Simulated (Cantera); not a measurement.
Input: 1 mol CO₂, 1.9 mol O₂, at 2350 °C and 1 atm.

These are equilibrium values from Cantera (NASA tables, ideal gas, pure condensed phases), not measurements of a reactor. Candidate condensed phases: C; 12 gas species. The numbers say what is thermodynamically allowed, not how fast it happens.

Problem. What is the equilibrium state?

Solution. 
| Property | Result |
|---|---|
| x(O₂) | 0.643 |
| x(CO₂) | 0.310 |
| x(CO) | 0.0264 |
| x(O) | 0.0206 |
| gas amount | 2.970 mol |
| log10 activity of C(graphite) (absent) | -8.20 |
